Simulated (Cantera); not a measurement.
What does this Cantera script print?

```python
import numpy as np
import cantera as ct

gas_names = [...]  # 118 gases of nasa_gas.yaml made of C, Cl, F, H
cond_names = """
    C(gr) C6H6(L) C7H8(L) C8H18(L),n-octa
""".split()


# ... load() reads the species with a 1 bar reference pressure and builds the phases ...
atoms = {
    'CH3Cl': {'C': 1, 'H': 3, 'CL': 1},
    'F2': {'F': 2},
    'H2': {'H': 2},
}
top_T = {'C(gr)': 4500}  # K; cautious upper limits of use, not melting points


# ... equilibrate(T, P, feed) seeds the gas with the atoms and calls Mixture.equilibrate('TP', solver="vcs", rtol=1e-11, max_steps=5000) ...
results = []
feed = {'CH3Cl': 1, 'F2': 0.78, 'H2': 0.16}  # mol
P = 2.9  # Pa
for T in [1475, 1575, 1675, 1775, 1875, 1975, 2075, 2175, 2275, 2375, 2475, 2575]:
    mix = equilibrate(T, P, feed)
    results.append((T, P, feed, dict(zip(mix.species_names, mix.species_moles))))

top = {s: max(r[3][s] / sum(r[3][g] for g in gas_names) for r in results) for s in gas_names}
cols = sorted((s for s in top if top[s] > 1e-06), key=lambda s: -top[s])[:9]
seen = [c for c in cond_names if any(r[3].get(c, 0) > 1e-12 for r in results)]
print("log10 of partial pressures in bar; condensed amounts in mol")
print(f"{'T/K':>10s}" + "".join(f"{s[:9]:>10s}" for s in cols + seen))
for T, P, feed, n in results:
    ng = sum(n[g] for g in gas_names)
    print(f"{T:10.4g}" + "".join(f"{np.log10(max(n[s] / ng * P / 1e5, 1e-99)):10.3f}" for s in cols)
          + "".join(f"{n.get(c, 0):10.4g}" for c in seen))
```

It prints:

```
log10 of partial pressures in bar; condensed amounts in mol
       T/K        HF         H       HCL        CL        H2         F        C3         C        C2     C(gr)
      1475    -4.813    -7.600    -5.009    -7.275    -5.425   -11.629   -18.228   -17.188   -19.321         1
      1575    -4.815    -7.093    -5.015    -6.785    -5.423   -10.822   -16.364   -15.573   -17.456         1
      1675    -4.818    -6.645    -5.031    -6.364    -5.419   -10.114   -14.727   -14.151   -15.816         1
      1775    -4.825    -6.246    -5.064    -6.010    -5.414    -9.489   -13.278   -12.890   -14.363    0.9999
      1875    -4.837    -5.891    -5.128    -5.725    -5.415    -8.934   -11.986   -11.765   -13.066    0.9997
      1975    -4.858    -5.584    -5.238    -5.508    -5.440    -8.432   -10.828   -10.753   -11.902    0.9995
      2075    -4.887    -5.333    -5.407    -5.356    -5.516    -7.962    -9.785    -9.840   -10.852     0.999
      2175    -4.921    -5.148    -5.650    -5.262    -5.673    -7.498    -8.839    -9.011    -9.900    0.9979
      2275    -4.952    -5.032    -5.961    -5.213    -5.921    -7.022    -7.980    -8.256    -9.033    0.9927
      2375    -4.982    -4.969    -6.317    -5.195    -6.237    -6.543    -7.194    -7.565    -8.240    0.9633
      2475    -5.029    -4.937    -6.691    -5.200    -6.579    -6.096    -6.474    -6.930    -7.512    0.8104
      2575    -5.145    -4.927    -7.094    -5.241    -6.934    -5.736    -5.812    -6.344    -6.841   0.05316
```

These are equilibrium values from Cantera (NASA tables, ideal gas, pure condensed phases), not measurements of a reactor.
